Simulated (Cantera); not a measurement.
# Reactions in the system H-N-O-Zr

Standard-state values (1 bar) from the NASA 1993 polynomials, evaluated with Cantera. Values are per mole of reaction as written; species without (g) are pure solids or liquids, kept so even where they would boil at 1 bar. ZrN: taken at fixed stoichiometry.

4 OH(g) + ZrN = 2 H2O(g) + N(g) + ZrO2

```json
[
 {"T (K)": "1773", "ΔH° (kJ)": "-893.9", "ΔS° (J/K)": "-192.3", "ΔG° (kJ)": "-552.9", "log10 K": "16.29"},
 {"T (K)": "1798", "ΔH° (kJ)": "-893.9", "ΔS° (J/K)": "-192.3", "ΔG° (kJ)": "-548.1", "log10 K": "15.92"},
 {"T (K)": "1823", "ΔH° (kJ)": "-893.9", "ΔS° (J/K)": "-192.3", "ΔG° (kJ)": "-543.3", "log10 K": "15.57"},
 {"T (K)": "1848", "ΔH° (kJ)": "-893.9", "ΔS° (J/K)": "-192.3", "ΔG° (kJ)": "-538.5", "log10 K": "15.22"},
 {"T (K)": "1873", "ΔH° (kJ)": "-893.9", "ΔS° (J/K)": "-192.3", "ΔG° (kJ)": "-533.7", "log10 K": "14.88"}
]
```
